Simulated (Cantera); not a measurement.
## Si + HCl + N2 (silicon etching in halogen gases)

Charge: 1 mol Si, 19 mol HCl, 0.12 mol N2, held at 0.0133 bar.

Cantera equilibrium calculation (NASA polynomials, part measured and part estimated; ideal gas, pure solids and liquids). Candidate condensed phases: NH4Cl, Si, Si3N4; 28 gas species. The tables' values for SiCl3 are old estimates; treat these amounts as uncertain. The numbers say what is thermodynamically allowed, not how fast it happens.

From 177 °C to 1077 °C nothing is condensed. The main Si-bearing gas is SiCl4 throughout.

```json
[
 {"T (°C)": "177", "log p HCl": "-1.96", "log p H2": "-2.83", "log p SiCl4": "-3.13", "log p N2": "-4.06", "log p SiCl3": "<-13"},
 {"T (°C)": "252", "log p HCl": "-1.96", "log p H2": "-2.83", "log p SiCl4": "-3.13", "log p N2": "-4.05", "log p SiCl3": "<-13"},
 {"T (°C)": "327", "log p HCl": "-1.96", "log p H2": "-2.83", "log p SiCl4": "-3.13", "log p N2": "-4.05", "log p SiCl3": "-12.65"},
 {"T (°C)": "402", "log p HCl": "-1.96", "log p H2": "-2.83", "log p SiCl4": "-3.13", "log p N2": "-4.05", "log p SiCl3": "-10.93"},
 {"T (°C)": "477", "log p HCl": "-1.96", "log p H2": "-2.83", "log p SiCl4": "-3.13", "log p N2": "-4.05", "log p SiCl3": "-9.56"},
 {"T (°C)": "552", "log p HCl": "-1.96", "log p H2": "-2.83", "log p SiCl4": "-3.13", "log p N2": "-4.05", "log p SiCl3": "-8.45"},
 {"T (°C)": "627", "log p HCl": "-1.96", "log p H2": "-2.83", "log p SiCl4": "-3.13", "log p N2": "-4.05", "log p SiCl3": "-7.52"},
 {"T (°C)": "702", "log p HCl": "-1.96", "log p H2": "-2.83", "log p SiCl4": "-3.13", "log p N2": "-4.05", "log p SiCl3": "-6.74"},
 {"T (°C)": "777", "log p HCl": "-1.96", "log p H2": "-2.83", "log p SiCl4": "-3.13", "log p N2": "-4.05", "log p SiCl3": "-6.07"},
 {"T (°C)": "852", "log p HCl": "-1.96", "log p H2": "-2.83", "log p SiCl4": "-3.14", "log p N2": "-4.05", "log p SiCl3": "-5.50"},
 {"T (°C)": "927", "log p HCl": "-1.96", "log p H2": "-2.84", "log p SiCl4": "-3.14", "log p N2": "-4.05", "log p SiCl3": "-5.00"},
 {"T (°C)": "1002", "log p HCl": "-1.96", "log p H2": "-2.84", "log p SiCl4": "-3.16", "log p N2": "-4.05", "log p SiCl3": "-4.57"},
 {"T (°C)": "1077", "log p HCl": "-1.95", "log p H2": "-2.85", "log p SiCl4": "-3.19", "log p N2": "-4.06", "log p SiCl3": "-4.23"}
]
```
log p: log10 of the partial pressure in bar; nothing condenses.
